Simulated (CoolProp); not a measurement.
Ethylene along the isotherm 11.75 °C: density (kg/m³) from the reference equation and from simpler models built on Tc = 9.2 °C, pc = 50.42 bar, ω = 0.087; each cubic takes its own stable root.

Values from CoolProp's reference Helmholtz-energy equation of state, Smukala 2000.

| p (bar) | phase | reference | ideal gas | van der Waals | Redlich-Kwong | Soave-Redlich-Kwong | Peng-Robinson |
|---|---|---|---|---|---|---|---|
| 0.239 | gas | 0.2835 | 0.2830 | 0.2834 | 0.2835 | 0.2835 | 0.2835 |
| 0.425 | gas | 0.5047 | 0.5033 | 0.5046 | 0.5047 | 0.5047 | 0.5049 |
| 0.756 | gas | 0.8998 | 0.8953 | 0.8993 | 0.8998 | 0.8998 | 0.9003 |
| 1.34 | gas | 1.601 | 1.587 | 1.599 | 1.601 | 1.601 | 1.603 |
| 2.39 | gas | 2.876 | 2.830 | 2.870 | 2.876 | 2.876 | 2.881 |
| 4.25 | gas | 5.179 | 5.033 | 5.162 | 5.181 | 5.181 | 5.198 |
| 7.56 | gas | 9.433 | 8.953 | 9.378 | 9.439 | 9.438 | 9.494 |
| 13.4 | gas | 17.50 | 15.87 | 17.30 | 17.51 | 17.51 | 17.70 |
| 23.9 | gas | 34.39 | 28.30 | 33.63 | 34.41 | 34.40 | 35.12 |
| 42.5 | gas | 80.79 | 50.33 | 76.54 | 80.35 | 80.22 | 83.82 |
| 75.6 | supercritical | 347.0 | 89.53 | 254.3 | 303.3 | 302.6 | 334.7 |
